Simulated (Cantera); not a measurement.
# Iron carbonyl, mercury and lead vapours: Pb + O₂ + H₂

Feed: 1 mol Pb, 0.11 mol O₂, 0.17 mol H₂.

These are equilibrium values from Cantera (NASA tables, ideal gas, pure condensed phases), not measurements of a reactor. Candidate condensed phases: H₂O, Pb, PbO, PbO₂, Pb₃O₄; 12 gas species. Each liquid is taken as pure. Mutual solubility and eutectic melting of coexisting phases are not modelled. The numbers say what is thermodynamically allowed, not how fast it happens.

Stable condensed phases:

```
T in °C \ P in Pa
              10      32     100     320    1000    3200   10000   32000  100000  320000 1000000
   1327        A       A       A       A       A       A       B       C       C       C       C
   1227        A       A       A       A       A       B       C       C       C       C       C
   1127        A       A       A       A       A       C       C       C       C       C       C
   1027        A       A       A       A       C       C       C       C       C       C       C
    927        A       A       C       C       C       C       C       C       C       C       C
    827        A       C       C       C       C       C       C       C       C       C       C
    727        C       C       C       C       C       C       C       C       C       C       C
    627        C       C       C       C       C       C       C       C       C       C       C
    527        C       C       C       C       C       C       C       C       C       C       C
```

A: gas only; B: Pb; C: Pb + PbO.
